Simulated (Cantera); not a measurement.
Charge: 1 mol SiO2, 1.4 mol CO, 11 mol H2, equilibrated at 2200 Pa.

Cantera equilibrium calculation (NASA polynomials, part measured and part estimated; ideal gas, pure solids and liquids). Candidate condensed phases: C, C6H6, C7H8, C8H18, H2O, Si, SiC, SiO2; 123 gas species. The tables hold silica as quartz up to 1696 K and as liquid above; real silica turns to tridymite and cristobalite and melts near 1996 K. Rates play no part.

Q: What share of the Si ends up in condensed phases as a function of T (K), at 823, 1023, 1223, 1423, 1623, 1823, 2023, 2223, 2423, 2623?

A: 
```tsv
T (K)	Si condensed (%)	as
823	100.0	SiO2(α-quartz)
1023	100.0	SiO2(β-quartz)
1223	100.0	SiO2(β-quartz)
1423	99.9	SiO2(β-quartz)
1623	98.3	SiO2(β-quartz)
1823	85.2	SiO2(condensed)
2023	19.5	SiO2(l)
2223	0.0	-
2423	0.0	-
2623	0.0	-
```
